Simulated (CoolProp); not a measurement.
Model: reference Helmholtz-energy equation of state, Span 2000, in CoolProp.

Q: Give the vapour pressure (bar), vapour density (kg/m³), surface tension (mN/m), vapour viscosity (µPa s) of saturated nitrogen at -173.25, -169.85 °C.

A: 
| T (°C) | p (bar) | vapour density (kg/m³) | surface tension (mN/m) | vapour viscosity (µPa s) |
|---|---|---|---|---|
| -173.25 | 7.73 | 31.7 | 4.10 | 7.42 |
| -169.85 | 9.71 | 40.1 | 3.45 | 7.78 |

Viscosity comes from a separate model (Lemmon 2004). Surface tension comes from a separate correlation (Mulero 2012).
